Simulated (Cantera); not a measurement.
SiCl4 + H2 + Cl2 (silicon epitaxy and polysilicon growth)

Feed: 1 mol SiCl4, 560 mol H2, 0.35 mol Cl2, at 1.40 mbar.

Cantera equilibrium calculation (NASA polynomials, part measured and part estimated; ideal gas, pure solids and liquids). Candidate condensed phases: Si; 19 gas species. The tables' values for SiCl, SiCl3 are old estimates; treat these amounts as uncertain. Gases not in the tables: Si2H6 and higher silanes. Kinetics and transport are ignored.

From 973 K to 1673 K the condensed part is Si(s). At 1773 K nothing is condensed. The main Si-bearing gas is SiCl2 at 973 K and Si at 1773 K. The share of Si in condensed phases is highest at 1073 K (92.1 %) and lowest at 1773 K (0.0 %).

```json
[
 {"T (K)": "973", "log p H2": "-2.86", "log p HCl": "-4.97", "log p H": "-10.39", "log p Si": "<-14", "n Si(s)": "0.876"},
 {"T (K)": "1073", "log p H2": "-2.86", "log p HCl": "-4.95", "log p H": "-9.28", "log p Si": "-14.16", "n Si(s)": "0.921"},
 {"T (K)": "1173", "log p H2": "-2.86", "log p HCl": "-4.95", "log p H": "-8.36", "log p Si": "-12.31", "n Si(s)": "0.915"},
 {"T (K)": "1273", "log p H2": "-2.86", "log p HCl": "-4.95", "log p H": "-7.58", "log p Si": "-10.74", "n Si(s)": "0.905"},
 {"T (K)": "1373", "log p H2": "-2.86", "log p HCl": "-4.95", "log p H": "-6.91", "log p Si": "-9.41", "n Si(s)": "0.895"},
 {"T (K)": "1473", "log p H2": "-2.86", "log p HCl": "-4.95", "log p H": "-6.33", "log p Si": "-8.26", "n Si(s)": "0.883"},
 {"T (K)": "1573", "log p H2": "-2.86", "log p HCl": "-4.96", "log p H": "-5.82", "log p Si": "-7.26", "n Si(s)": "0.851"},
 {"T (K)": "1673", "log p H2": "-2.86", "log p HCl": "-4.96", "log p H": "-5.37", "log p Si": "-6.38", "n Si(s)": "0.677"},
 {"T (K)": "1773", "log p H2": "-2.86", "log p HCl": "-4.96", "log p H": "-4.98", "log p Si": "-5.70", "n Si(s)": "0"}
]
```
log p: log10 of the partial pressure in bar; n: condensed amount in mol.
